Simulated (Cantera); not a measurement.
Cantera run, input and output.

```python
import numpy as np
import cantera as ct

gas = ct.Solution("h2o2.yaml")
gas.TPX = 575, 11000, {'H2': 1, 'O2': 0.649, 'N2': 2.44}
flame = ct.FreeFlame(gas, width=0.19)
flame.set_refine_criteria(ratio=3, slope=0.08, curve=0.16)
flame.transport_model = "mixture-averaged"
flame.solve(loglevel=0, auto=True)
flame.transport_model = "multicomponent"
flame.soret_enabled = True
flame.solve(loglevel=0, refine_grid=True)
z, T = flame.grid, flame.T
thick = (T[-1] - T[0]) / np.gradient(T, z).max()
show = ['H2', 'O2', 'OH', 'H2O2', 'HO2', 'H']
print(f"laminar burning velocity  {flame.velocity[0] * 100:.3f} cm/s")
print(f"burnt temperature         {T[-1]:.1f} K")
print(f"thermal thickness         {thick * 1e3:.4f} mm")
print(f"grid points               {len(z)}")
z0 = z[flame.heat_release_rate.argmax()]
print(f"{'z/mm':>9s}{'T/K':>9s}{'u/(m/s)':>9s}" + "".join(f"{s:>11s}" for s in show))
rows = []
for k in (-3, -2, -1.5, -1, -0.5, -0.25, 0, 0.25, 0.5, 1, 2, 4, 8):
    zz = z0 + k * thick
    rows.append([k * thick, np.interp(zz, z, T), np.interp(zz, z, flame.velocity),
                 *(np.interp(zz, z, flame.X[gas.species_index(s)]) for s in show)])
    print(f"{rows[-1][0] * 1e3:9.3f}{rows[-1][1]:9.1f}{rows[-1][2]:9.3f}" + "".join(f"{x:11.3e}" for x in rows[-1][3:]))
```

It prints:

```
laminar burning velocity  433.433 cm/s
burnt temperature         2258.3 K
thermal thickness         8.0521 mm
grid points               136
     z/mm      T/K  u/(m/s)         H2         O2         OH       H2O2        HO2          H
  -24.156    575.0    4.334  2.446e-01  1.587e-01  7.730e-19  1.122e-16  4.316e-14  4.135e-16
  -16.104    575.0    4.334  2.446e-01  1.587e-01  3.701e-15  1.667e-15  5.091e-11  3.019e-12
  -12.078    575.0    4.334  2.446e-01  1.587e-01  2.026e-13  8.115e-14  1.738e-09  1.869e-10
   -8.052    575.0    4.334  2.445e-01  1.587e-01  2.295e-10  1.496e-10  3.717e-07  1.181e-07
   -4.026    582.1    4.374  2.414e-01  1.590e-01  2.423e-05  7.315e-07  4.850e-05  2.192e-04
   -2.013    694.0    5.131  2.171e-01  1.569e-01  2.842e-04  9.685e-07  3.401e-05  5.893e-03
    0.000   1058.2    7.599  1.051e-01  1.159e-01  2.652e-03  6.647e-07  1.504e-05  4.685e-02
    2.013   1332.2    9.485  3.180e-02  6.475e-02  7.350e-03  8.490e-07  7.147e-06  6.419e-02
    4.026   1454.9   10.295  2.791e-02  5.811e-02  9.712e-03  6.529e-07  5.436e-06  5.589e-02
    8.052   1593.8   11.179  2.788e-02  5.466e-02  1.238e-02  3.864e-07  4.197e-06  4.394e-02
   16.104   1744.2   12.105  2.636e-02  5.129e-02  1.487e-02  1.992e-07  3.163e-06  3.175e-02
   32.208   1894.4   13.001  2.298e-02  4.811e-02  1.649e-02  1.057e-07  2.320e-06  2.076e-02
   64.417   2034.0   13.808  1.806e-02  4.532e-02  1.668e-02  6.407e-08  1.721e-06  1.196e-02
```

Cantera simulation using the H2/O2 subset of GRI-Mech 3.0, which has no nitrogen chemistry; the numbers are that mechanism's predictions, not measurements. Burning velocities carry a grid error of a few per cent, more on coarse grids.
